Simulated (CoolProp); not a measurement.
A simple Rankine cycle with isobutene: condensing at 310.15 K, boiler at 1.49 MPa, turbine inlet 377.5 K, turbine efficiency 0.8, pump efficiency 0.8, no recuperator. Each further row changes one setting.

Model: reference Helmholtz-energy equation of state, Lemmon 2005, in CoolProp. It is a short technical equation, of lower accuracy than the large ones.

```csv
case,thermal efficiency (%),net work (kJ/kg),heat in (kJ/kg),turbine exit temperature (K),volume ratio over the turbine
as stated,9.6,42.2,439,[?],3.63
turbine inlet 397.5 K,9.6,[?],484,359.7,3.54
condensing temperature 302.15 K,11.0,[?],458,331.8,4.54
boiler pressure 1.04 MPa,7.1,32.5,454,351.5,2.43
turbine efficiency 0.7,[?],[?],439,340.9,3.67
```

**Question.** Complete the blanks.

**Answer.** 
- as stated, turbine exit temperature (K): 337.9
- turbine inlet 397.5 K, net work (kJ/kg): 46.4
- condensing temperature 302.15 K, net work (kJ/kg): 50.2
- turbine efficiency 0.7, thermal efficiency (%): 8.4
- turbine efficiency 0.7, net work (kJ/kg): 36.6
